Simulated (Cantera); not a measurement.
Input: 1 mol Si, 1.1 mol Cl2, a varied amount of H2, at 1125 K and 1100000 Pa.

Equilibrium computed with Cantera from the NASA thermochemical tables; the gas is ideal and each condensed phase is pure. Candidate condensed phases: Si; 19 gas species. The tables' values for SiCl3 are old estimates; treat these amounts as uncertain. Rates play no part.

x: gas mole fraction; n: condensed amount in mol.

```tsv
n(H2) (mol)	x H2	x SiCl4	x SiHCl3	x HCl	x SiH2Cl2	n Si(s)
0.23	0.207	0.589	0.176	0.0120	0.00643	0.415
0.32	0.278	0.509	0.183	0.0135	0.00803	0.409
0.43	0.350	0.435	0.182	0.0145	0.00937	0.404
0.59	0.434	0.358	0.175	0.0154	0.0105	0.398
0.81	0.519	0.286	0.162	0.0159	0.0112	0.393
1.1	0.599	0.224	0.145	0.0161	0.0115	0.387
1.5	…	…	…	0.0159	0.0113	0.382
2.1	0.743	0.124	0.103	0.0155	0.0106	0.376
2.9	0.799	0.0894	0.0840	0.0148	0.00968	0.372
3.9	0.841	…	…	0.0140	…	0.368
5.4	0.879	0.0456	0.0531	0.0131	0.00760	0.365
7.4	0.907	0.0318	0.0412	0.0122	0.00655	0.362
10	0.928	0.0223	0.0319	0.0112	0.00561	0.361
```

Task: Fill in the missing entries.

Result: 
- 3.9, x SiCl4: 0.0653
- 3.9, x SiHCl3: 0.0681
- 3.9, x SiH2Cl2: 0.00871
- 1.5, x H2: 0.673
- 1.5, x SiCl4: 0.170
- 1.5, x SiHCl3: 0.125
